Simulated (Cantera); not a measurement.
A freely propagating, adiabatic, planar premixed flame of CH4 : O2 : N2 : H2O = 1 : 1.54 : 5.54 : 0.84 (molar parts), equivalence ratio 1.3, unburnt at 525 K and 593 Torr; mixture-averaged transport, grid criteria slope 0.08 and curve 0.16, no radiation.

Detailed kinetics in Cantera: GRI-Mech 3.0 (53 species, 325 reactions). Burning velocities carry a grid error of a few per cent, more on coarse grids.

### Question
What does this change do: CH4 1 to 1.3 parts?

### Answer
```json
[
 {"quantity": "laminar burning velocity", "before": "58.8 cm/s", "after": "18.5 cm/s"},
 {"quantity": "thermal thickness", "before": "0.654 mm", "after": "1.82 mm"},
 {"quantity": "peak x(C2H2)", "before": "0.000983", "after": "0.00656"},
 {"quantity": "peak x(H)", "before": "0.00703", "after": "0.000670"},
 {"quantity": "peak x(CH2CO)", "before": "0.000247", "after": "0.000542"}
]
```

### Question
What does this change do: O2 1.54 to 1.2 parts?

### Answer
```json
[
 {"quantity": "laminar burning velocity", "before": "58.8 cm/s", "after": "9.62 cm/s"},
 {"quantity": "thermal thickness", "before": "0.654 mm", "after": "3.24 mm"},
 {"quantity": "peak x(C2H2)", "before": "0.000983", "after": "0.00570"},
 {"quantity": "peak x(H)", "before": "0.00703", "after": "0.000227"},
 {"quantity": "peak x(CH2CO)", "before": "0.000247", "after": "0.000436"}
]
```
